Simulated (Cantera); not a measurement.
Cantera run, input and output.

```python
import numpy as np
import cantera as ct

gas = ct.Solution("gri30.yaml")


def delay(T, t_max=10):
    gas.TPX = T, 1100000, {'H2': 1, 'O2': 0.25, 'N2': 0.94}
    reactor = ct.IdealGasReactor(gas, clone=False)
    net = ct.ReactorNet([reactor])
    net.rtol, net.atol = 1e-8, 1e-16
    while net.time < t_max:
        t_old, T_old = net.time, reactor.T
        net.step()
        if reactor.T > T + 400:  # ignition: a rise of 400 K
            return t_old + (T + 400 - T_old) / (reactor.T - T_old) * (net.time - t_old)
    return np.nan


taus = []
for T in [1175, 1250, 1325, 1400, 1475, 1550]:
    taus.append(delay(T))
    print(f"T0 = {T:6g} K   tau = {taus[-1]:.4e} s")
```

Result:

```
T0 =   1175 K   tau = 1.2374e-04 s
T0 =   1250 K   tau = 1.6657e-05 s
T0 =   1325 K   tau = 4.2838e-06 s
T0 =   1400 K   tau = 2.3286e-06 s
T0 =   1475 K   tau = 1.5635e-06 s
T0 =   1550 K   tau = 1.1555e-06 s
```

Cantera simulation using GRI-Mech 3.0 (53 species, 325 reactions); the numbers are that mechanism's predictions, not measurements. The hydrogen kinetics of GRI-Mech 3.0 are dated; newer H2 mechanisms differ, most at raised pressure.
